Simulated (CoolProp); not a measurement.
The numbers come from the reference Helmholtz-energy equation of state, McLinden 2015 in CoolProp.

Task: For the fluoroketone C6F12O (FK-5-1-12), give the phase and the cp (kJ/(kg K)), speed of sound (m/s), fugacity coefficient at 405.1 K and 0.229 MPa.

Result: 
- 405.1 K and 0.229 MPa: gas; cp 0.980, speed of sound 98.6, fugacity coefficient 0.942
